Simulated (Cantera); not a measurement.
A freely propagating, adiabatic, planar premixed flame of H₂ : O₂ : N₂ = 1 : 0.333 : 1.4 (molar parts), equivalence ratio 1.5, unburnt at 448 K and 2.90 bar; mixture-averaged transport, grid criteria slope 0.08 and curve 0.16, no radiation.

Cantera simulation using the H2/O2 subset of GRI-Mech 3.0, which has no nitrogen chemistry; the numbers are that mechanism's predictions, not measurements. The hydrogen kinetics of GRI-Mech 3.0 are dated; newer H2 mechanisms differ, most at raised pressure. Burning velocities carry a grid error of a few per cent, more on coarse grids.

What does this change do: N2 1.4 to 1.8 parts?


| quantity | before | after |
|---|---|---|
| laminar burning velocity | 515 cm/s | 381 cm/s |
| thermal thickness | 0.0997 mm | 0.104 mm |
| peak x(H₂O₂) | 8.08e-5 | 7.36e-5 |
| peak x(OH) | 0.00787 | 0.00476 |
| peak x(O) | 0.00428 | 0.00288 |

What does this change do: inlet temperature 448 to 573 K?


```json
[
 {"quantity": "laminar burning velocity", "before": "515 cm/s", "after": "788 cm/s"},
 {"quantity": "thermal thickness", "before": "0.0997 mm", "after": "0.113 mm"},
 {"quantity": "peak x(H₂O₂)", "before": "8.08e-5", "after": "3.91e-5"},
 {"quantity": "peak x(OH)", "before": "0.00787", "after": "0.00951"},
 {"quantity": "peak x(O)", "before": "0.00428", "after": "0.00518"}
]
```
